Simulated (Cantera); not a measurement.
Charge: 1 mol Fe(CO)₅, 53 mol H₂, at 0.278 Torr.

Equilibrium computed with Cantera from the NASA thermochemical tables; the gas is ideal and each condensed phase is pure. Candidate condensed phases: C, C₆H₆, C₇H₈, C₈H₁₈, Fe, Fe(CO)₅, FeO, Fe(OH)₂, Fe(OH)₃, Fe₂O₃, Fe₃O₄, H₂O; 114 gas species. Condensed phases not in the tables: cementite and carbon dissolved in iron. Equilibrium is a limit: real reactors are often held back by kinetics, nucleation or transport.

x: gas mole fraction; n: condensed amount in mol.

```json
[
 {"T (K)": "700", "x H₂": "0.916", "x CO": "0.0655", "x H₂O": "0.00951", "x CO₂": "…", "n C(graphite)": "0.755", "n Fe(α)": "1.00", "n Fe(γ)": "0"},
 {"T (K)": "800", "x H₂": "0.914", "x CO": "0.0851", "x H₂O": "0.000673", "x CO₂": "…", "n C(graphite)": "0.0303", "n Fe(α)": "1.00", "n Fe(γ)": "0"},
 {"T (K)": "900", "x H₂": "0.914", "x CO": "0.0861", "x H₂O": "7.48e-5", "x CO₂": "…", "n C(graphite)": "0", "n Fe(α)": "1.00", "n Fe(γ)": "0"},
 {"T (K)": "1000", "x H₂": "0.914", "x CO": "0.0862", "x H₂O": "1.73e-5", "x CO₂": "…", "n C(graphite)": "0", "n Fe(α)": "1.00", "n Fe(γ)": "0"},
 {"T (K)": "1100", "x H₂": "0.914", "x CO": "0.0862", "x H₂O": "5.15e-6", "x CO₂": "…", "n C(graphite)": "0", "n Fe(α)": "1.00", "n Fe(γ)": "0"},
 {"T (K)": "1200", "x H₂": "0.914", "x CO": "0.0862", "x H₂O": "1.87e-6", "x CO₂": "…", "n C(graphite)": "0", "n Fe(α)": "0", "n Fe(γ)": "1.000"},
 {"T (K)": "1300", "x H₂": "0.914", "x CO": "0.0862", "x H₂O": "8.35e-7", "x CO₂": "…", "n C(graphite)": "0", "n Fe(α)": "0", "n Fe(γ)": "1.000"},
 {"T (K)": "1400", "x H₂": "0.914", "x CO": "0.0862", "x H₂O": "4.94e-7", "x CO₂": "…", "n C(graphite)": "0", "n Fe(α)": "0", "n Fe(γ)": "0.998"},
 {"T (K)": "1500", "x H₂": "0.913", "x CO": "0.0861", "x H₂O": "3.79e-7", "x CO₂": "…", "n C(graphite)": "0", "n Fe(α)": "0", "n Fe(γ)": "0.976"}
]
```

Q: What belongs in the gaps?

A: 
- 700, x CO₂: 0.00640
- 800, x CO₂: 0.000265
- 900, x CO₂: 1.62e-5
- 1000, x CO₂: 2.34e-6
- 1100, x CO₂: 4.79e-7
- 1200, x CO₂: 1.29e-7
- 1300, x CO₂: 4.47e-8
- 1400, x CO₂: 2.15e-8
- 1500, x CO₂: 1.38e-8
